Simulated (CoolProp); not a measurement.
Saturation properties of R1224YDZ (Tc = 155.5 °C, pc = 3.334 MPa, ω = 0.325).

Computed with CoolProp (reference Helmholtz-energy equation of state, Akasaka 2023).

```
T (°C)   p (MPa)  liquid density (kg/m³)  enthalpy of vaporisation (kJ/kg)  liquid cp (kJ/(kg K))  vapour Z
------  --------  ----------------------  --------------------------------  ---------------------  --------
-51.45  0.002989                    1553                             199.6                  1.033    0.9944
-36.05  0.008413                    1516                             192.7                  1.050    0.9894
-20.55   0.02044                    1478                             185.7                  1.070    0.9819
-5.15    0.04369                    1440                             178.8                  1.094    0.9710
10.35    0.08489                    1399                             171.6                  1.121    0.9560
25.85     0.1520                    1358                             164.1                  1.151    0.9363
41.25     0.2535                    1314                             156.1                  1.185    0.9114
56.75     0.4014                    1267                             147.5                  1.224    0.8801
72.25     0.6066                    1216                             138.0                  1.271    0.8417
87.65     0.8799                    1161                             127.3                  1.327    0.7953
103.15     1.239                    1098                             114.9                  1.402    0.7385
118.55     1.695                    1025                             99.92                  1.514    0.6687
134.05     2.274                   934.8                             80.46                  1.738    0.5781
```

It boils at 14.9 °C under 1 atm.
